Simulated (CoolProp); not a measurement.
Saturation properties of C3F8 (R218).

Model: reference Helmholtz-energy equation of state, Lemmon 2006, in CoolProp. It is a short technical equation, of lower accuracy than the large ones.

```json
[
 {"T (°C)": "-50.55", "p (MPa)": "0.05193", "liquid density (kg/m³)": "1664", "vapour density (kg/m³)": "5.461", "enthalpy of vaporisation (kJ/kg)": "110.0", "liquid cp (kJ/(kg K))": "0.9454", "liquid viscosity (µPa s)": "552"},
 {"T (°C)": "-47.85", "p (MPa)": "0.05967", "liquid density (kg/m³)": "1654", "vapour density (kg/m³)": "6.221", "enthalpy of vaporisation (kJ/kg)": "109.1", "liquid cp (kJ/(kg K))": "0.9510", "liquid viscosity (µPa s)": "526"},
 {"T (°C)": "-45.15", "p (MPa)": "0.06828", "liquid density (kg/m³)": "1644", "vapour density (kg/m³)": "7.061", "enthalpy of vaporisation (kJ/kg)": "108.1", "liquid cp (kJ/(kg K))": "0.9567", "liquid viscosity (µPa s)": "502"},
 {"T (°C)": "-42.45", "p (MPa)": "0.07785", "liquid density (kg/m³)": "1633", "vapour density (kg/m³)": "7.987", "enthalpy of vaporisation (kJ/kg)": "107.2", "liquid cp (kJ/(kg K))": "0.9625", "liquid viscosity (µPa s)": "479"},
 {"T (°C)": "-39.75", "p (MPa)": "0.08844", "liquid density (kg/m³)": "1623", "vapour density (kg/m³)": "9.007", "enthalpy of vaporisation (kJ/kg)": "106.2", "liquid cp (kJ/(kg K))": "0.9685", "liquid viscosity (µPa s)": "458"},
 {"T (°C)": "-37.15", "p (MPa)": "0.09968", "liquid density (kg/m³)": "1613", "vapour density (kg/m³)": "10.08", "enthalpy of vaporisation (kJ/kg)": "105.3", "liquid cp (kJ/(kg K))": "0.9742", "liquid viscosity (µPa s)": "438"},
 {"T (°C)": "-34.45", "p (MPa)": "0.1125", "liquid density (kg/m³)": "1602", "vapour density (kg/m³)": "11.30", "enthalpy of vaporisation (kJ/kg)": "104.3", "liquid cp (kJ/(kg K))": "0.9804", "liquid viscosity (µPa s)": "419"},
 {"T (°C)": "-31.75", "p (MPa)": "0.1266", "liquid density (kg/m³)": "1592", "vapour density (kg/m³)": "12.64", "enthalpy of vaporisation (kJ/kg)": "103.3", "liquid cp (kJ/(kg K))": "0.9866", "liquid viscosity (µPa s)": "401"},
 {"T (°C)": "-29.05", "p (MPa)": "0.1420", "liquid density (kg/m³)": "1581", "vapour density (kg/m³)": "14.09", "enthalpy of vaporisation (kJ/kg)": "102.2", "liquid cp (kJ/(kg K))": "0.9930", "liquid viscosity (µPa s)": "384"},
 {"T (°C)": "-26.35", "p (MPa)": "0.1588", "liquid density (kg/m³)": "1570", "vapour density (kg/m³)": "15.68", "enthalpy of vaporisation (kJ/kg)": "101.2", "liquid cp (kJ/(kg K))": "0.9994", "liquid viscosity (µPa s)": "368"},
 {"T (°C)": "-23.65", "p (MPa)": "0.1770", "liquid density (kg/m³)": "1559", "vapour density (kg/m³)": "17.40", "enthalpy of vaporisation (kJ/kg)": "100.1", "liquid cp (kJ/(kg K))": "1.006", "liquid viscosity (µPa s)": "352"},
 {"T (°C)": "-20.95", "p (MPa)": "0.1969", "liquid density (kg/m³)": "1548", "vapour density (kg/m³)": "19.26", "enthalpy of vaporisation (kJ/kg)": "99.05", "liquid cp (kJ/(kg K))": "1.013", "liquid viscosity (µPa s)": "338"},
 {"T (°C)": "-18.25", "p (MPa)": "0.2184", "liquid density (kg/m³)": "1536", "vapour density (kg/m³)": "21.28", "enthalpy of vaporisation (kJ/kg)": "97.94", "liquid cp (kJ/(kg K))": "1.020", "liquid viscosity (µPa s)": "324"},
 {"T (°C)": "-15.55", "p (MPa)": "0.2417", "liquid density (kg/m³)": "1525", "vapour density (kg/m³)": "23.47", "enthalpy of vaporisation (kJ/kg)": "96.82", "liquid cp (kJ/(kg K))": "1.027", "liquid viscosity (µPa s)": "310"}
]
```

It boils at -36.8 °C under 1 atm.

Viscosity comes from a separate model (Huber 2003), an estimate that may be off by 10 % or more.
